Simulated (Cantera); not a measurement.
An adiabatic, constant-volume homogeneous reactor starts with H₂ : O₂ : N₂ = 1 : 1.09 : 7.4 (molar parts), at 1098 K and 3750 Torr.

Detailed kinetics in Cantera: GRI-Mech 3.0 (53 species, 325 reactions). The hydrogen kinetics of GRI-Mech 3.0 are dated; newer H2 mechanisms differ, most at raised pressure.

**Question.** Predict: time of steepest temperature rise; temperature at 6.00 s; equilibrium temperature; x(H₂) at 6.00 s; x(O₂) at 6.00 s; x(NO₂) at 6.00 s; x(NO) at 6.00 s; x(HO₂) at 6.00 s.

**Answer.** 
```
Quantity                                                             Value
---------------------------------  ---------------------------------------
time of steepest temperature rise                                 0.861 ms
temperature at 6.00 s                                               2039 K
equilibrium temperature                                             2039 K
x(H₂) at 6.00 s                    5.78e-5 (gas-phase equilibrium 5.78e-5)
x(O₂) at 6.00 s                      0.0629 (gas-phase equilibrium 0.0629)
x(NO₂) at 6.00 s                   1.25e-5 (gas-phase equilibrium 1.25e-5)
x(NO) at 6.00 s                    0.00478 (gas-phase equilibrium 0.00478)
x(HO₂) at 6.00 s                   2.43e-6 (gas-phase equilibrium 2.43e-6)
```
